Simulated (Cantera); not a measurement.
**Adiabatic ignition**

An adiabatic, constant-pressure homogeneous reactor starts with 6.65 % CH3OH, 19.5 % O2, 73.8 % N2, equivalence ratio 0.51, at 1173 K and 25.0 bar.

Computed with Cantera and GRI-Mech 3.0 (53 species, 325 reactions). GRI-Mech 3.0 was tuned for natural gas; its chemistry of methanol as a main component is partial and can be far from experiment. The pressure lies above the range GRI-Mech 3.0 was tuned for (to about 10 atm).

```
t (s)     T (K)  x CH3OH    x O2     x HCO      x CO     x CH2    x CH2O
--------  -----  -------  ------  --------  --------  --------  --------
5.00e-6    1173   0.0665   0.195    <1e-12   1.15e-8  4.90e-12   6.77e-8
1.07e-5    1173   0.0665   0.195    <1e-12   2.47e-8  4.90e-12   1.54e-7
2.27e-5    1173   0.0665   0.195    <1e-12   5.30e-8  4.90e-12   3.42e-7
4.84e-5    1173   0.0665   0.195    <1e-12   1.15e-7  4.90e-12   7.51e-7
0.000103   1173   0.0665   0.195    <1e-12   2.53e-7  4.90e-12   1.70e-6
0.000220   1173   0.0665   0.195  1.57e-12   5.92e-7  4.90e-12   4.44e-6
0.000469   1173   0.0665   0.195  7.64e-12   1.75e-6  4.90e-12   1.79e-5
0.00100    1174   0.0662   0.195  1.94e-10   1.96e-5  4.97e-12  0.000221
0.00213    2274   <1e-12  0.0919  4.48e-11  0.000418    <1e-12    <1e-12
0.00454    2273   <1e-12  0.0915  4.39e-11  0.000415    <1e-12    <1e-12
0.00969    2269   <1e-12  0.0907  4.24e-11  0.000407    <1e-12    <1e-12
0.0206     2264   <1e-12  0.0895  4.00e-11  0.000397    <1e-12    <1e-12
0.0440     2259   <1e-12  0.0882  3.78e-11  0.000386    <1e-12    <1e-12
0.0938     2256   <1e-12  0.0877  3.69e-11  0.000382    <1e-12    <1e-12
0.200      2256   <1e-12  0.0876  3.68e-11  0.000381    <1e-12    <1e-12
```
x: mole fraction; the columns are a selection and need not sum to one.

The time of steepest temperature rise is 1.50 ms. The temperature at 0.200 s comes out as 2256 K and the equilibrium temperature is 2256 K. The x(CH3OH) at 0.200 s comes out as <1e-12 (gas-phase equilibrium <1e-12), the x(O2) at 0.200 s is 0.0876 (gas-phase equilibrium 0.0876) and the x(HCO) at 0.200 s comes out as 3.68e-11 (gas-phase equilibrium 3.68e-11).
